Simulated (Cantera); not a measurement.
Input: 1 mol Si₂H₆, 0.13 mol CO₂, 52 mol N₂, equilibrated at 6.60 mbar.

These are equilibrium values from Cantera (NASA tables, ideal gas, pure condensed phases), not measurements of a reactor. Candidate condensed phases: C, C₆H₆, C₇H₈, C₈H₁₈, H₂O, Si, SiC, SiO₂, Si₂N₂O, Si₃N₄; 151 gas species. The feed counts by its element totals alone. N₂ is the only nitrogen source here; it is nearly inert below about 1500 K, so the nitride shown seldom forms there in practice. Mutual solubility and eutectic melting of coexisting phases are not modelled. The tables' values for SiN are old estimates; treat these amounts as uncertain. Rates play no part.

x: gas mole fraction; n: condensed amount in mol.

```csv
T (°C),x N₂,x H₂,x Si,x SiO,x H,x CO,x HCN,n SiC(s),n Si₂N₂O(s),n Si₃N₄(s),n Si(l)
1150,0.944,0.0557,3.08e-9,2.10e-6,1.93e-5,0.000239,5.45e-5,0.114,0.247,0.464,0
1200,0.944,0.0557,2.24e-8,1.10e-5,3.67e-5,0.000372,4.85e-5,0.107,0.239,0.471,0
1250,0.944,0.0557,1.42e-7,5.19e-5,6.71e-5,0.000563,4.35e-5,0.0973,0.227,0.482,0
1300,0.943,0.0556,8.03e-7,0.000221,0.000118,0.000829,3.93e-5,0.0832,0.203,0.499,0
1350,0.942,0.0555,4.07e-6,0.000856,0.000200,0.00119,3.57e-5,0.0638,0.150,0.530,0
1400,0.940,0.0553,(withheld),(withheld),(withheld),(withheld),3.25e-5,(withheld),(withheld),0.596,0
1450,0.939,0.0551,7.84e-5,0.00391,0.000527,0.000891,2.99e-5,0.0801,0,0.568,0
1500,0.939,0.0549,0.000303,0.00436,0.000821,0.000436,2.76e-5,0.105,0,0.546,0
1550,0.940,0.0536,(withheld),0.00419,(withheld),(withheld),(withheld),0.0992,0,0,1.62
1600,0.939,0.0532,0.00134,0.00404,0.00183,0.000655,6.41e-5,0.0889,0,0,1.60
1650,0.937,0.0527,0.00257,0.00386,0.00266,0.000829,9.74e-5,0.0755,0,0,1.54
1700,0.934,0.0519,0.00478,0.00365,0.00378,0.00102,0.000144,0.0579,0,0,1.43
```

What belongs in the gaps?


- 1550, x Si: 0.000670
- 1550, x H: 0.00123
- 1550, x CO: 0.000505
- 1550, x HCN: 4.11e-5
- 1400, x Si: 1.87e-5
- 1400, x SiO: 0.00306
- 1400, x H: 0.000330
- 1400, x CO: 0.00167
- 1400, n SiC(s): 0.0378
- 1400, n Si₂N₂O(s): 0.00427
